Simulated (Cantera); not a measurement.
Input: 1 mol Fe2O3, a varied amount of CH4, 13 mol N2, at 1900 °C and 0.280 bar.

These are equilibrium values from Cantera (NASA tables, ideal gas, pure condensed phases), not measurements of a reactor. Candidate condensed phases: C, C6H6, C7H8, C8H18, Fe, Fe(CO)5, FeO, Fe(OH)2, Fe(OH)3, Fe2O3, Fe3O4, H2O; 140 gas species. Each liquid is taken as pure. Mutual solubility and eutectic melting of coexisting phases are not modelled. The tables' stoichiometric FeO is somewhat more stable than real wüstite, so its field is too wide. FeO: taken at fixed stoichiometry. Equilibrium is a limit: real reactors are often held back by kinetics, nucleation or transport.

### Question
At 0.84 mol CH4, list the 4 most abundant gas species with their mole fractions, and the condensed phases.

### Answer
N2 0.830, H2 0.0716, CO 0.0491, H2O 0.0343. Condensed: Fe(l) + FeO(l).
